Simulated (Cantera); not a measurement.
An isothermal, constant-pressure homogeneous reactor starts with H2 : O2 : N2 : H2O = 1.1 : 1 : 10 : 0.056 (molar parts), at 948 K and 750 Torr.

Detailed kinetics in Cantera: GRI-Mech 3.0 (53 species, 325 reactions). Below about 950 K walls govern HO2 and H2O2 in real vessels. The temperature is held fixed by assumption; the heat of reaction is taken as removed at once.

x: mole fraction; the columns are a selection and need not sum to one.

| t (s) | x H2 | x O2 | x O | x N2O | x NO2 | x OH | x H2O2 |
|---|---|---|---|---|---|---|---|
| 0.000200 | 0.0905 | 0.0823 | 1.76e-11 | <1e-12 | <1e-12 | 4.92e-12 | 3.13e-12 |
| 0.000522 | 0.0905 | 0.0823 | 2.51e-11 | <1e-12 | <1e-12 | 7.00e-12 | 3.34e-11 |
| 0.00136 | 0.0905 | 0.0823 | 3.33e-11 | <1e-12 | <1e-12 | 9.31e-12 | 3.12e-10 |
| 0.00356 | 0.0905 | 0.0823 | 6.52e-11 | <1e-12 | <1e-12 | 1.84e-11 | 2.88e-9 |
| 0.00928 | 0.0905 | 0.0823 | 3.70e-10 | <1e-12 | <1e-12 | 1.07e-10 | 4.19e-8 |
| 0.0242 | 0.0548 | 0.0650 | ? | 3.99e-9 | 1.38e-10 | 2.51e-5 | 8.30e-6 |
| 0.0632 | 0.0483 | 0.0619 | 1.89e-7 | 5.09e-9 | 5.99e-9 | 1.46e-7 | 0.000200 |
| 0.165 | 0.0373 | 0.0565 | ? | 7.37e-9 | 6.09e-9 | 1.78e-7 | 0.000228 |
| 0.431 | 0.0195 | 0.0480 | ? | 1.26e-8 | 7.07e-9 | 1.67e-7 | 0.000152 |
| 1.12 | 0.00373 | 0.0405 | ? | 2.38e-8 | 9.00e-9 | 1.59e-7 | 4.18e-5 |
| 2.94 | 0.000276 | 0.0389 | ? | 3.34e-8 | 1.10e-8 | 5.88e-8 | 1.47e-6 |
| 7.66 | 4.20e-5 | 0.0388 | 7.45e-10 | 3.52e-8 | 1.15e-8 | 1.60e-8 | 6.07e-8 |
| 20.0 | 9.04e-6 | 0.0388 | 7.12e-11 | 3.53e-8 | 1.15e-8 | 6.04e-9 | 4.60e-9 |

Problem. Complete the blanks.

Solution. 
- 0.0242, x O: 2.92e-5
- 0.165, x O: 2.05e-7
- 0.431, x O: 1.68e-7
- 1.12, x O: 1.12e-7
- 2.94, x O: 1.25e-8
